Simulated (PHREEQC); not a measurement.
## Polishing slurry liquid

Consider water at 84 °C with 0.0064 mol/kgw HNO3 and 0.013 mol/kgw K2SO4. Closed to the air; pH follows from the charge balance.

Equilibrium calculation in PHREEQC: ion-association model, phreeqc.dat.

Each row changes one thing in this solution. No solid was allowed to form.

| case | pH | ionic strength (mol/kgw) |
|---|---|---|
| as made | 2.69 | 0.0346 |
| HNO3 left out | 6.51 | ___ |
| HNO3 from 0.0064 to 0.0128 mol/kgw | 2.29 | 0.0363 |
| K2SO4 left out | 2.23 | 0.00640 |
| HNO3 from 0.0064 to 0.00064 mol/kgw | ___ | 0.0348 |
| temperature from 84 to 10 °C | 2.40 | ___ |
| 0.00066 mol/kgw HBr added | 2.63 | 0.0346 |
| K2SO4 from 0.013 to 0.0013 mol/kgw | 2.29 | ___ |
| K2SO4 replaced by KBr at the same molality | ___ | 0.0194 |

Question: Fill in the missing entries.

Answer: 
- HNO3 left out, ionic strength (mol/kgw): 0.0350
- HNO3 from 0.0064 to 0.00064 mol/kgw, pH: 3.78
- temperature from 84 to 10 °C, ionic strength (mol/kgw): 0.0404
- K2SO4 from 0.013 to 0.0013 mol/kgw, ionic strength (mol/kgw): 0.00867
- K2SO4 replaced by KBr at the same molality, pH: 2.25

Species that the database lacks are ignored. At this temperature some constants are extrapolated from 25 °C, and those without enthalpy data are left unchanged.
